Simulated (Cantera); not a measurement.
A closed system holds: 1 mol (CH3)2SiCl2, 2.2 mol H2, at 2550 K and 13.3 mbar.

These are equilibrium values from Cantera (NASA tables, ideal gas, pure condensed phases), not measurements of a reactor. Candidate condensed phases: C, C6H6, C7H8, C8H18, Si, SiC; 109 gas species. The feed counts by its element totals alone. The tables' values for SiCl, SiCl3 are old estimates; treat these amounts as uncertain. Gases not in the tables: Si2H6 and higher silanes. The numbers say what is thermodynamically allowed, not how fast it happens.

Base state: H2 0.469, H 0.185, HCl 0.172, Si 0.0709, Cl 0.0477, SiC2 0.0212, SiCl2 0.0123, SiCl 0.00759 (mole fractions); condensed: C(graphite).

Question: What changes in the equilibrium state with this change: H2 from 2.2 to 1500 mol?

Answer: 
| species | before | after |
|---|---|---|
| H2 | 0.469 | 0.762 |
| H | 0.185 | 0.236 |
| HCl | 0.172 | 0.000962 |
| Si | 0.0709 | 0.000561 |
| SiCl2 | 0.0123 | 1.88e-9 |
| SiC2 | 0.0212 | 9.20e-6 |
| Cl | 0.0477 | 0.000210 |
| Si2C | 0.00591 | 8.67e-8 |
| SiCl | 0.00759 | 2.64e-7 |
| SiCl3 | 1.83e-5 | <1e-9 |
| Si2 | 0.000281 | 1.76e-8 |
| C(graphite), mol | 1.51 | 0 |

Question: What changes in the equilibrium state with this change: (CH3)2SiCl2 replaced by CH3SiH3?

Answer: 
```json
[
 {"species": "H2", "before": "0.469", "after": "0.640"},
 {"species": "H", "before": "0.185", "after": "0.216"},
 {"species": "Si", "before": "0.0709", "after": "0.0938"},
 {"species": "HCl", "before": "0.172", "after": "0"},
 {"species": "Cl", "before": "0.0477", "after": "0"},
 {"species": "SiCl2", "before": "0.0123", "after": "0"},
 {"species": "Si2C", "before": "0.00591", "after": "0.0103"},
 {"species": "SiC2", "before": "0.0212", "after": "0.0280"},
 {"species": "SiCl", "before": "0.00759", "after": "0"},
 {"species": "C2HCl", "before": "2.84e-5", "after": "0"},
 {"species": "SiCl3", "before": "1.83e-5", "after": "0"},
 {"species": "Si3", "before": "6.58e-6", "after": "1.52e-5"},
 {"species": "SiH2", "before": "7.90e-5", "after": "0.000143"},
 {"species": "C(graphite), mol", "before": "1.51", "after": "0.421"}
]
```
